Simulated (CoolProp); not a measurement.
Propylene along the isotherm 399 K: Z from the reference equation and from simpler models built on Tc = 364.2 K, pc = 4.555 MPa, ω = 0.146; each cubic takes its own stable root.

The numbers come from the reference Helmholtz-energy equation of state, Lemmon 2013 in CoolProp.

```json
[
 {"p (MPa)": "0.036", "phase": "gas", "reference": "0.9980", "van der Waals": "0.9981", "Peng-Robinson": "0.9977"},
 {"p (MPa)": "0.0608", "phase": "gas", "reference": "0.9966", "van der Waals": "0.9968", "Peng-Robinson": "0.9961"},
 {"p (MPa)": "0.103", "phase": "gas", "reference": "0.9942", "van der Waals": "0.9946", "Peng-Robinson": "0.9934"},
 {"p (MPa)": "0.173", "phase": "gas", "reference": "0.9902", "van der Waals": "0.9909", "Peng-Robinson": "0.9890"},
 {"p (MPa)": "0.292", "phase": "gas", "reference": "0.9833", "van der Waals": "0.9846", "Peng-Robinson": "0.9814"},
 {"p (MPa)": "0.493", "phase": "gas", "reference": "0.9717", "van der Waals": "[?]", "Peng-Robinson": "[?]"},
 {"p (MPa)": "0.832", "phase": "gas", "reference": "0.9517", "van der Waals": "0.9551", "Peng-Robinson": "0.9462"},
 {"p (MPa)": "1.4", "phase": "gas", "reference": "0.9173", "van der Waals": "[?]", "Peng-Robinson": "[?]"},
 {"p (MPa)": "2.37", "phase": "gas", "reference": "0.8550", "van der Waals": "0.8618", "Peng-Robinson": "[?]"},
 {"p (MPa)": "4", "phase": "gas", "reference": "0.7371", "van der Waals": "[?]", "Peng-Robinson": "0.7171"},
 {"p (MPa)": "6.75", "phase": "supercritical", "reference": "[?]", "van der Waals": "0.4404", "Peng-Robinson": "0.4823"},
 {"p (MPa)": "11.4", "phase": "supercritical", "reference": "[?]", "van der Waals": "0.5222", "Peng-Robinson": "0.4351"}
]
```

What belongs in the gaps?


- 0.493, van der Waals: 0.9738
- 0.493, Peng-Robinson: 0.9684
- 1.4, van der Waals: 0.9224
- 1.4, Peng-Robinson: 0.9083
- 2.37, Peng-Robinson: 0.8407
- 4, van der Waals: 0.7392
- 6.75, reference: 0.4795
- 11.4, reference: 0.4184
